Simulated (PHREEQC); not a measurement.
A column of 0.5 m (40 cells, dispersivity 0.04 m, 60 s a shift, diffusion coefficient 3e-10 m²/s) holds 0.12 eq of the database's cation exchanger X per kg of pore water, first in equilibrium with 0.026 mol MgCl2 and 1e-05 mol HCl per kg of water. It is flushed with 0.0017 mol/kgw CdCl2, 0.072 mol/kgw KBr and 1e-05 mol/kgw HCl, at 25 °C. Values are for the last cell. No CO2 enters from the air. No solid was allowed to form.

Base run: PHREEQC, ion-association model, phreeqc.dat. Each further column changes one thing. The table gives K in solution (mol/kgw).

```
pore volumes      base  exchange capacity from 0.12 to 0.06 eq/kgw  dispersivity from 0.04 to 0.08 m
------------  --------  ------------------------------------------  --------------------------------
0                    0                                           0                                 0
0.4125         6.04e-9                                     2.08e-6                           4.69e-6
1.012         0.000776                                     0.00666                           0.00361
1.413          0.00619                                      0.0238                            0.0124
1.812           0.0170                                      0.0416                            0.0235
2.413           0.0357                                      0.0589                            0.0387
2.812           0.0462                                      0.0649                            0.0467
3.212           0.0541                                      0.0682                            0.0530
3.612           0.0599                                      0.0700                            0.0578
4.213           0.0655                                      0.0713                            0.0628
4.612           0.0677                                      0.0716                            0.0652
5.013           0.0692                                      0.0718                            0.0669
5.612           0.0706                                      0.0719                            0.0687
6.013           0.0711                                      0.0720                            0.0696
```
